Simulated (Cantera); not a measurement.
**Ammonia decomposition in nitride growth gas**

An isothermal, constant-pressure homogeneous reactor starts with NH3 : N2 = 1 : 24 (molar parts), at 2423 K and 28.5 Torr.

Detailed kinetics in Cantera: the gas-phase N/H chemistry of the illustrative SiF4/NH3 mechanism in the Surface Chemkin manual (1991). Walls and surfaces, which speed up NH3 decomposition in real reactors, are not modelled.

```
t (s)        x NH3       x H    x N2H4       x N      x H2     x NH   x N2
--------  --------  --------  --------  --------  --------  -------  -----
3.00e-5     0.0400   8.80e-6  1.19e-12  2.82e-11   1.25e-5  2.30e-8  0.960
0.000145    0.0398   1.01e-5  3.98e-11   7.54e-9   9.35e-5  9.55e-7  0.960
0.000702    0.0390   1.93e-5  8.43e-10   4.02e-7  0.000599  1.69e-5  0.959
0.00340     0.0337  0.000121   1.67e-9   6.52e-6   0.00780  6.25e-5  0.957
0.0164      0.0163  0.000344  2.75e-10   1.53e-5    0.0335  5.94e-5  0.949
0.0795    0.000840   0.00107  2.80e-12   1.14e-5    0.0559  1.74e-5  0.942
0.385      6.21e-7   0.00546    <1e-12   1.33e-6    0.0548  3.80e-7  0.940
1.86       5.45e-9    0.0172    <1e-12   5.25e-7    0.0486  4.22e-8  0.934
9.00       4.27e-9    0.0199    <1e-12   6.90e-7    0.0472  4.67e-8  0.933
```
x: mole fraction; the columns are a selection and need not sum to one.

Equilibrium at this temperature and pressure: NH3 4.27e-9, H 0.0199, N2H4 <1e-12, N 6.91e-7, H2 0.0472, NH 4.67e-8, N2 0.933 (gas phase only).
